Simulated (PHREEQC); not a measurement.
Solution (78 °C): 5.2 mmol/kgw H2SO4, 0.27 mmol/kgw FeSO4 and 38 mmol/kgw Na2SO4. Closed to the air; pH follows from the charge balance.

The numbers come from PHREEQC with the ion-association model, phreeqc.dat.

```csv
quantity,before,after
pH,2.78,6.47
ionic strength (mol/kgw),0.104,0.104
SO4-2 (mol/kgw),0.0302,0.0330
HSO4- (mol/kgw),0.00833,1.85e-6
```

**Question.** What was changed between the two runs?
A. temperature from 78 to 40 °C
B. temperature from 78 to 55 °C
C. temperature from 78 to 30 °C
D. H2SO4 left out
E. FeSO4 left out

**Answer.** D, H2SO4 left out

No solid was allowed to form. Away from 25 °C the constants follow the database's enthalpies or fits; those with neither stay at their 25 °C values.
